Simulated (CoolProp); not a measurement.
Vapour-liquid equilibrium of n-hexane (1) + toluene (2) at 376.3 K; x and y are mole fractions of (1).

Model: multi-fluid Helmholtz-energy mixture model, Thol 2019 and Lemmon 2006; pair parameters Bell 2016, in CoolProp.

| x | bubble pressure (MPa) | y at the bubble point | dew pressure at overall composition x (MPa) | liquid density (mol/L) |
|---|---|---|---|---|
| 0.05 | 0.09585 | 0.185 | 0.08505 | 8.433 |
| 0.125 | 0.1150 | 0.366 | 0.09075 | ___ |
| 0.2 | 0.1321 | 0.486 | 0.09722 | 8.127 |
| 0.275 | 0.1476 | 0.574 | 0.1046 | 7.978 |
| 0.35 | 0.1619 | 0.643 | 0.1131 | 7.833 |
| 0.425 | 0.1752 | 0.700 | 0.1230 | 7.691 |
| 0.5 | 0.1879 | 0.749 | 0.1345 | 7.552 |
| 0.575 | 0.2001 | 0.792 | 0.1479 | 7.416 |
| 0.65 | 0.2120 | ___ | 0.1635 | 7.283 |
| 0.725 | 0.2237 | 0.870 | 0.1816 | ___ |
| 0.8 | 0.2354 | 0.906 | 0.2023 | 7.026 |
| 0.875 | 0.2471 | 0.942 | 0.2252 | 6.902 |
| 0.95 | 0.2589 | 0.977 | ___ | 6.781 |

Question: What belongs in the gaps?

Answer: 
- 0.125, liquid density (mol/L): 8.278
- 0.65, y at the bubble point: 0.832
- 0.725, liquid density (mol/L): 7.153
- 0.95, dew pressure at overall composition x (MPa): 0.2498

No azeotrope shows between x = 0.05 and 0.95.

The pair parameters rest on a limited set of measurements; away from them the model extrapolates.
